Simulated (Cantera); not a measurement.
A diamond (100) surface in a fixed gas of H2 with x(CH4) = 0.003, x(H) = 0.001, x(CH3) = 0.00013, at 1325 K; coverages are run to steady state.

Cantera simulation using the Harris–Goodwin 1993 mechanism for the reconstructed diamond (100) surface; the numbers are that mechanism's predictions, not measurements.

One state of this run: growth (µm/h) = 0.0519; θ c6HH = 0.420; θ c6H* = 0.0488; θ c6*H = 0.501; θ c6** = 0.0298; θ c6HM = 2.49e-5. θ: site fractions in the mechanism's names (c6HH fully hydrogenated, c6H* and c6*H radical sites, c6** diradical, c6HM methylated).

### Question
Which value of P (Pa) does it belong to?
A) 11000
B) 1400
C) 3200
D) 930

### Answer
D, 930
